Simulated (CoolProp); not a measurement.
C3F8 (R218) along the isobar 3.11 MPa: Z from the reference equation and from simpler models built on Tc = 345.0 K, pc = 2.640 MPa, ω = 0.317; each cubic takes its own stable root.

Model: reference Helmholtz-energy equation of state, Lemmon 2006, in CoolProp. It is a short technical equation, of lower accuracy than the large ones.

```json
[
 {"T (K)": "304.4", "phase": "liquid", "reference": "0.1745", "van der Waals": "0.2681", "Peng-Robinson": "0.1680"},
 {"T (K)": "314.8", "phase": "liquid", "reference": "0.1772", "van der Waals": "0.2707", "Peng-Robinson": "0.1734"},
 {"T (K)": "325.2", "phase": "liquid", "reference": "0.1823", "van der Waals": "0.2763", "Peng-Robinson": "0.1827"},
 {"T (K)": "335.7", "phase": "liquid", "reference": "0.1922", "van der Waals": "0.2868", "Peng-Robinson": "0.1996"},
 {"T (K)": "346.1", "phase": "supercritical", "reference": "0.2174", "van der Waals": "0.3074", "Peng-Robinson": "0.2386"},
 {"T (K)": "356.5", "phase": "supercritical", "reference": "0.4152", "van der Waals": "0.3656", "Peng-Robinson": "0.4193"},
 {"T (K)": "367", "phase": "supercritical", "reference": "0.5561", "van der Waals": "0.5143", "Peng-Robinson": "0.5478"},
 {"T (K)": "377.4", "phase": "supercritical", "reference": "0.6324", "van der Waals": "0.5936", "Peng-Robinson": "0.6200"},
 {"T (K)": "387.8", "phase": "supercritical", "reference": "0.6865", "van der Waals": "0.6450", "Peng-Robinson": "0.6722"},
 {"T (K)": "398.3", "phase": "supercritical", "reference": "0.7286", "van der Waals": "0.6841", "Peng-Robinson": "0.7137"},
 {"T (K)": "408.7", "phase": "supercritical", "reference": "0.7623", "van der Waals": "0.7152", "Peng-Robinson": "0.7473"},
 {"T (K)": "419.1", "phase": "supercritical", "reference": "0.7903", "van der Waals": "0.7411", "Peng-Robinson": "0.7756"},
 {"T (K)": "429.6", "phase": "supercritical", "reference": "0.8143", "van der Waals": "0.7634", "Peng-Robinson": "0.8001"},
 {"T (K)": "440", "phase": "supercritical", "reference": "0.8348", "van der Waals": "0.7826", "Peng-Robinson": "0.8211"}
]
```
